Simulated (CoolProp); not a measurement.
Vapour-liquid equilibrium of dimethyl ether (1) + 1-butene (2) at 0.233 bar; x and y are mole fractions of (1).

Values from CoolProp's multi-fluid Helmholtz-energy mixture model, Wu 2011 and Lemmon 2005; pair parameters Bell 2016.

| x | bubble temperature (K) | y at the bubble point | dew temperature at overall composition x (K) | liquid density (mol/L) |
|---|---|---|---|---|
| 0.05 | 232.5 | 0.140 | 233.7 | 12.00 |
| 0.125 | 230.1 | 0.301 | 232.7 | 12.31 |
| 0.2 | 228.1 | 0.421 | 231.6 | 12.62 |
| 0.275 | 226.5 | 0.513 | 230.5 | 12.94 |
| 0.35 | 225.2 | 0.588 | 229.3 | 13.27 |
| 0.425 | 224.1 | 0.650 | 228.1 | 13.62 |
| 0.5 | 223.2 | 0.704 | 226.8 | 13.97 |
| 0.575 | 222.4 | 0.751 | 225.5 | 14.34 |
| 0.65 | 221.6 | 0.795 | 224.1 | 14.73 |
| 0.725 | 221.0 | 0.837 | 222.8 | 15.13 |
| 0.8 | 220.4 | 0.879 | 221.6 | 15.56 |
| 0.875 | 219.9 | 0.921 | 220.5 | 16.00 |
| 0.95 | 219.5 | 0.967 | 219.6 | 16.47 |

No azeotrope shows between x = 0.05 and 0.95.

Pair parameters are fitted to limited data, so mixtures are less certain than the pure fluids.
